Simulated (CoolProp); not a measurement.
Model: reference Helmholtz-energy equation of state, Schmidt 1985, in CoolProp. Above 300 K oxygen's equation is extrapolated.

**Question.** For oxygen, give the phase and the density (kg/m³), cp (kJ/(kg K)), cv (kJ/(kg K)), isothermal compressibility (1/MPa) at 148.6 K and 12.9 MPa.

**Answer.** 
- 148.6 K and 12.9 MPa: liquid; density 855, cp 1.98, cv 0.810, isothermal compressibility 0.0101
